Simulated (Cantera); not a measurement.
A closed system holds: 1 mol SiCl4, 1.5 mol HCl, 15 mol H2, at 2075 K and 263 Torr.

These are equilibrium values from Cantera (NASA tables, ideal gas, pure condensed phases), not measurements of a reactor. Candidate condensed phases: Si; 19 gas species. The tables' values for SiCl3, SiCl are old estimates; treat these amounts as uncertain. Gases not in the tables: Si2H6 and higher silanes. Rates play no part.

Question: What is the equilibrium state?

Answer: 
- x(H2): 0.754
- x(HCl): 0.188
- x(SiCl2): 0.0520
- x(H): 0.00391
- x(SiCl3): 0.00119
- x(Cl): 0.000718
- x(SiCl): 0.000395
- x(Si): 0.000147
- x(SiH2): 6.11e-5
- gas amount: 18.54 mol
- log10 activity of Si(l) (absent): -0.30
